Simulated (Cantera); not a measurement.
Charge: 1 mol V₂O₅, 1.5 mol H₂, 4 mol H₂O, at 1902 °C and 21000 Pa.

These are equilibrium values from Cantera (NASA tables, ideal gas, pure condensed phases), not measurements of a reactor. Candidate condensed phases: H₂O, V, VO, V₂O₃, V₂O₄, V₂O₅; 12 gas species. Mutual solubility and eutectic melting of coexisting phases are not modelled. Condensed phases not in the tables: the oxides between V₂O₃ and V₂O₅ other than VO₂. Equilibrium is a limit: real reactors are often held back by kinetics, nucleation or transport.

Base state: H₂O 0.918, H₂ 0.0598, VO₂ 0.0131, OH 0.00537, H 0.00261, O₂ 0.00106, O 0.000164 (mole fractions); condensed: V₂O₃(s) + V₂O₄(l).

Problem. What changes in the equilibrium state with this change: temperature from 1902 °C to 800 °C?

Solution. 
```csv
species,before,after
H₂O,0.918,0.999
H₂,0.0598,0.000819
OH,0.00537,3.99e-9
VO₂,0.0131,<1e-9
H,0.00261,<1e-9
O₂,0.00106,<1e-9
"V₂O₃(s), mol",0.185,0.495
"V₂O₄(l), mol",0.778,0
"V₂O₄(s), mol",0,0.505
```

Problem. What changes in the equilibrium state with this change: temperature from 1902 °C to 952 °C?

Solution. 
```tsv
species	before	after
H₂O	0.918	0.998
H₂	0.0598	0.00171
OH	0.00537	1.49e-7
VO₂	0.0131	<1e-9
O₂	0.00106	<1e-9
O	0.000164	<1e-9
H	0.00261	2.81e-8
V₂O₃(s), mol	0.185	0.491
V₂O₄(l), mol	0.778	0
V₂O₄(s), mol	0	0.509
```
